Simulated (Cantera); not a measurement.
Catalytic combustion on Pt

An isothermal plug-flow reactor at 1023 K and 0.210 bar (inlet), inlet velocity 3.3 m/s, active area per volume 1200 1/m; feed 0.521 % CO, 0.713 % O2, 98.8 % N2, equivalence ratio 0.37.

Cantera simulation using Deutschmann's 1995 Pt surface mechanism with GRI-Mech 3.0 gas chemistry; the numbers are that mechanism's predictions, not measurements. Catalytic surfaces can have several steady states; this one follows from the mechanism file's or the stated starting coverage. Mass transfer to the wall is taken as infinitely fast.

```json
[
 {"z (m)": "7.5e-05", "x CO": "0.00235", "x O2": "0.00571", "x H2O": "<1e-12", "x CO2": "0.00287", "θ free Pt": "0.971", "θ O*": "0.0115", "θ CO*": "0.0174"},
 {"z (m)": "0.00016", "x CO": "0.000141", "x O2": "0.00461", "x H2O": "<1e-12", "x CO2": "0.00508", "θ free Pt": "0.563", "θ O*": "0.437", "θ CO*": "6.75e-5"},
 {"z (m)": "0.00035", "x CO": "3.61e-7", "x O2": "0.00454", "x H2O": "<1e-12", "x CO2": "0.00523", "θ free Pt": "0.513", "θ O*": "0.487", "θ CO*": "1.30e-7"},
 {"z (m)": "0.00075", "x CO": "1.70e-12", "x O2": "0.00454", "x H2O": "<1e-12", "x CO2": "0.00523", "θ free Pt": "0.513", "θ O*": "0.487", "θ CO*": "<1e-12"},
 {"z (m)": "0.0016", "x CO": "<1e-12", "x O2": "0.00454", "x H2O": "<1e-12", "x CO2": "0.00523", "θ free Pt": "0.513", "θ O*": "0.487", "θ CO*": "<1e-12"},
 {"z (m)": "0.0035", "x CO": "<1e-12", "x O2": "0.00454", "x H2O": "<1e-12", "x CO2": "0.00523", "θ free Pt": "0.513", "θ O*": "0.487", "θ CO*": "<1e-12"},
 {"z (m)": "0.0075", "x CO": "<1e-12", "x O2": "0.00454", "x H2O": "<1e-12", "x CO2": "0.00523", "θ free Pt": "0.513", "θ O*": "0.487", "θ CO*": "<1e-12"}
]
```
x: gas mole fraction; θ: surface coverage.
